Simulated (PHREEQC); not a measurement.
A made-up water analysis in mmol/kgw, 25 °C, pH 3.73:

```csv
constituent,mmol/kgw
Na,76.2
K,0.388
Ca,19.5
Mg,4.2
Cl,4.68
S(6),60.8
Sr,0.0263
```

Valence states are taken as typed.

All values are PHREEQC results (Pitzer model, pitzer.dat), not measurements.

### Question
The ionic strength comes out as 0.209 mol/kgw. What activity coefficients do Mg+2, Ca+2, Na+, SO4-2, H+ get?

### Answer
Mg+2 0.22, Ca+2 0.18, Na+ 0.73, SO4-2 0.22, H+ 0.69. Single-ion values are on the MacInnes scale.

Precipitation was switched off in this run. Examples of supersaturated solids here: Gypsum. Others may be too. Species that the database lacks are ignored.
